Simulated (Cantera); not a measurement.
# Thermodynamics of boron, boron nitride and boron oxide, feed BF3 + O2 + H2

A closed system holds: 1 mol BF3, 8.2 mol O2, 63 mol H2, held at 13.3 mbar.

Method: chemical equilibrium by Gibbs-energy minimisation in Cantera with the NASA 1993 tables (ideal gas, pure condensed phases). Candidate condensed phases: B, B2O3, B3O3H3, H2O; 43 gas species. Gases not in the tables: H3BO3. Rates play no part.

```tsv
T (K)	x H2	x H2O	x HF	x HBO2	x BOF	x BF3	x (HBO2)3	n B2O3(l)
825	0.724	0.235	0.0362	1.24e-6	1.02e-6	0.00323	0.00103	0.274
925	0.723	0.233	0.0411	1.99e-5	1.62e-5	0.00166	0.000542	0.378
1025	0.723	0.232	0.0436	0.000182	0.000140	0.000833	0.000318	0.423
1125	0.722	0.231	0.0443	0.00110	0.000787	0.000419	0.000202	0.401
1225	0.720	0.229	0.0425	0.00489	0.00312	0.000200	0.000135	0.219
1325	0.717	0.227	0.0404	0.00970	0.00555	5.72e-5	1.75e-5	0
1425	0.717	0.227	0.0407	0.00992	0.00541	1.28e-5	5.65e-7	0
1525	0.717	0.227	0.0409	0.0101	0.00525	3.44e-6	2.88e-8	0
```
x: gas mole fraction; n: condensed amount in mol.

From 825 K to 1225 K the condensed part is B2O3(l). From 1325 K to 1525 K nothing is condensed.
